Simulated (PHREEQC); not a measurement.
Dissolve 0.0036 mol/kgw Cu(NO3)2 and 0.0076 mol/kgw HBF4 at 25 °C. Closed to the air; pH follows from the charge balance.

All values are PHREEQC results (ion-association model, wateq4f.dat), not measurements.

```json
[
 {"quantity": "pH", "before": "2.21", "after": "2.26"},
 {"quantity": "ionic strength (mol/kgw)", "before": "0.0177", "after": "0.0169"},
 {"quantity": "HF (mol/kgw)", "before": "0.00501", "after": "0.00864"},
 {"quantity": "F- (mol/kgw)", "before": "0.000617", "after": "0.000624"},
 {"quantity": "H2F2 (mol/kgw)", "before": "6.57e-5", "after": "5.11e-5"},
 {"quantity": "CuF+ (mol/kgw)", "before": "2.44e-5", "after": "3.21e-5"},
 {"quantity": "SI of CuF2:2H2O (CuF2:2H2O)", "before": "-4.65", "after": "-4.37"},
 {"quantity": "SI of Tenorite (CuO)", "before": "-5.87", "after": "-4.59"}
]
```

Q: Name the change that produced these shifts.
A. temperature from 25 to 60 °C
B. HBF4 from 0.0076 to 0.0152 mol/kgw
C. 0.00024 mol/kgw Fe(NO3)3 added
D. diluted 10-fold with water
E. Cu(NO3)2 replaced by Cu(BF4)2 at the same molality

A: A, temperature from 25 to 60 °C

Precipitation was switched off in this run. At this temperature some constants are extrapolated from 25 °C, and those without enthalpy data are left unchanged. Real BF4- forms and hydrolyses slowly; the run takes it at equilibrium.
